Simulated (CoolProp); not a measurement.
A simple Rankine cycle with R227EA: condensing at 310.15 K, boiler at 2.33 MPa, turbine inlet 403.8 K, turbine efficiency 0.65, pump efficiency 0.7, no recuperator. Each further row changes one setting.

Model: reference Helmholtz-energy equation of state, Lemmon 2016, in CoolProp.

```json
[
 {"case": "as stated", "thermal efficiency (%)": "6.5", "net work (kJ/kg)": "11.5", "heat in (kJ/kg)": "177", "turbine exit temperature (K)": "375.5", "volume ratio over the turbine": "4.07"},
 {"case": "turbine inlet 423.8 K", "thermal efficiency (%)": "6.4", "net work (kJ/kg)": "12.7", "heat in (kJ/kg)": "199", "turbine exit temperature (K)": "397.2", "volume ratio over the turbine": "3.91"},
 {"case": "condensing temperature 302.15 K", "thermal efficiency (%)": "7.4", "net work (kJ/kg)": "13.9", "heat in (kJ/kg)": "187", "turbine exit temperature (K)": "371.6", "volume ratio over the turbine": "5.15"},
 {"case": "boiler pressure 1.63 MPa", "thermal efficiency (%)": "5.0", "net work (kJ/kg)": "9.15", "heat in (kJ/kg)": "185", "turbine exit temperature (K)": "385.5", "volume ratio over the turbine": "2.66"},
 {"case": "turbine efficiency 0.55", "thermal efficiency (%)": "5.3", "net work (kJ/kg)": "9.45", "heat in (kJ/kg)": "177", "turbine exit temperature (K)": "377.6", "volume ratio over the turbine": "4.10"}
]
```
